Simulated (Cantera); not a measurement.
An isothermal, constant-pressure homogeneous reactor starts with 15.2 % C2H4, 84.8 % H2, at 1225 K and 0.207 atm.

Model: GRI-Mech 3.0 (53 species, 325 reactions), integrated in Cantera. GRI-Mech 3.0 was tuned for natural gas; its chemistry of ethylene as a main component is partial and can be far from experiment. GRI-Mech 3.0 stops at C3 and has no aromatics, soot or wall deposition, so with more carbon than oxygen in the feed, carbon stays in small species such as C2H2 where larger ones or solid carbon would form.

x: mole fraction; the columns are a selection and need not sum to one.

```csv
t (s),x C2H4,x H2,x CH4,x H,x CH3,x C2H6
3.00e-5,0.152,0.848,<1e-12,6.16e-11,<1e-12,1.69e-11
7.27e-5,0.152,0.848,<1e-12,1.50e-10,<1e-12,9.61e-11
0.000176,0.152,0.848,<1e-12,3.66e-10,<1e-12,5.55e-10
0.000428,0.152,0.848,1.24e-12,8.88e-10,<1e-12,3.24e-9
0.00104,0.152,0.848,1.83e-11,2.16e-9,<1e-12,1.90e-8
0.00251,0.152,0.848,2.67e-10,5.33e-9,4.40e-12,1.12e-7
0.00609,0.151,0.848,3.96e-9,1.43e-8,2.76e-11,6.92e-7
0.0148,0.151,0.848,7.08e-8,5.85e-8,2.35e-10,5.41e-6
0.0358,0.151,0.849,5.23e-6,9.73e-7,___,0.000122
0.0868,0.143,0.848,0.00153,8.01e-6,___,0.00211
0.211,0.121,0.846,0.0101,8.47e-6,___,0.00224
0.510,0.0931,0.840,0.0247,7.46e-6,___,0.00171
1.24,0.0735,0.830,0.0453,6.11e-6,___,0.00133
3.00,0.0638,0.813,0.0737,4.74e-6,___,0.00114
```

Complete the blanks.


- 0.0358, x CH3: 1.46e-8
- 0.0868, x CH3: 1.15e-6
- 0.211, x CH3: 2.82e-6
- 0.510, x CH3: 4.76e-6
- 1.24, x CH3: 6.71e-6
- 3.00, x CH3: 8.42e-6
